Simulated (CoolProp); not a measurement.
A simple Rankine cycle with R1224YDZ: condensing at 322.15 K, boiler at 1.05 MPa, turbine inlet 472.1 K, turbine efficiency 0.8, pump efficiency 0.7, no recuperator. Each further row changes one setting.

The numbers come from the reference Helmholtz-energy equation of state, Akasaka 2023 in CoolProp.

| case | thermal efficiency (%) | net work (kJ/kg) | heat in (kJ/kg) | turbine exit temperature (K) | volume ratio over the turbine |
|---|---|---|---|---|---|
| as stated | 7.7 | 22.1 | 288 | [?] | 3.25 |
| condensing temperature 314.15 K | 9.0 | 26.6 | 297 | [?] | 4.12 |
| boiler pressure 0.735 MPa | [?] | [?] | 290 | [?] | [?] |
| turbine efficiency 0.7 | 6.7 | 19.2 | 288 | 446.9 | 3.27 |

Problem. What belongs in the gaps?

Solution. 
- as stated, turbine exit temperature (K): 444.0
- condensing temperature 314.15 K, turbine exit temperature (K): 438.7
- boiler pressure 0.735 MPa, thermal efficiency (%): 5.5
- boiler pressure 0.735 MPa, net work (kJ/kg): 15.9
- boiler pressure 0.735 MPa, turbine exit temperature (K): 452.9
- boiler pressure 0.735 MPa, volume ratio over the turbine: 2.26
